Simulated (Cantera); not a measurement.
**Stirred combustor or abatement burner**

A perfectly stirred reactor is fed with CH₄ : C₂H₆ : O₂ : N₂ = 1 : 0.033 : 1.41 : 5.3 (molar parts), equivalence ratio 1.5, at 0.987 atm; it is adiabatic with a 723 K inlet, and is followed from long to short residence time, starting on the burning branch (τ in s: 0.15, 0.045, 0.014, 0.0042, 0.0013, 0.00039, 0.00012, 3.7e-05, 1.1e-05, 3.5e-06).

Model: GRI-Mech 3.0 (53 species, 325 reactions), integrated in Cantera.

| τ (s) | T (K) | x CH₄ | x C₂H₆ | x O₂ | x CH₂ | x NO | x H₂O | x HO₂ |
|---|---|---|---|---|---|---|---|---|
| 0.15 | 2204 | 3.27e-5 | 1.47e-8 | 4.19e-5 | 5.09e-7 | 0.000223 | 0.169 | 1.22e-8 |
| 0.045 | 2198 | 6.59e-5 | 4.63e-8 | 9.71e-5 | 1.43e-6 | 0.000283 | 0.169 | 2.64e-8 |
| 0.014 | 2190 | 0.000124 | 1.39e-7 | 0.000227 | 3.69e-6 | 0.000319 | 0.168 | 6.09e-8 |
| 0.0042 | 2180 | 0.000260 | 4.44e-7 | 0.000574 | 9.63e-6 | 0.000324 | 0.168 | 1.56e-7 |
| 0.0013 | 2165 | 0.000608 | 1.50e-6 | 0.00153 | 2.41e-5 | 0.000282 | 0.168 | 4.51e-7 |
| 0.00039 | 2130 | 0.00161 | 6.28e-6 | 0.00458 | 5.58e-5 | 0.000167 | 0.167 | 1.77e-6 |
| 0.00012 | 723 | 0.129 | 0.00426 | 0.182 | <1e-12 | <1e-12 | <1e-12 | <1e-12 |
| 3.7e-5 | 723 | 0.129 | 0.00426 | 0.182 | <1e-12 | <1e-12 | <1e-12 | <1e-12 |
| 1.1e-5 | 723 | 0.129 | 0.00426 | 0.182 | <1e-12 | <1e-12 | <1e-12 | <1e-12 |
| 3.5e-6 | 723 | 0.129 | 0.00426 | 0.182 | <1e-12 | <1e-12 | <1e-12 | <1e-12 |
x: mole fraction; the columns are a selection and need not sum to one.
